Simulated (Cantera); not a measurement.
Feed: 1 mol N₂O, 0.011 mol SO₂, 0.48 mol H₂, held at 1900 K and 101000 Pa.

Cantera equilibrium calculation (NASA polynomials, part measured and part estimated; ideal gas, pure solids and liquids). Candidate condensed phases: H₂O, H₂SO₄, S; 35 gas species. Equilibrium is a limit: real reactors are often held back by kinetics, nucleation or transport.

Base state: N₂ 0.569, H₂O 0.273, O₂ 0.146, SO₂ 0.00626, NO 0.00406, OH 0.00184, O 0.000113, H₂ 9.25e-5 (mole fractions); condensed: gas only.

### Question
What changes in the equilibrium state with this change: H₂ from 0.48 to 1.8 mol?

### Answer
```
species   before     after
-------  -------  --------
H₂O        0.273     0.363
N₂         0.569     0.357
H₂       9.25e-5     0.276
O₂         0.146   2.91e-8
H₂S        <1e-9   0.00262
SH         <1e-9  0.000357
S₂         <1e-9  0.000144
S          <1e-9   1.91e-5
```
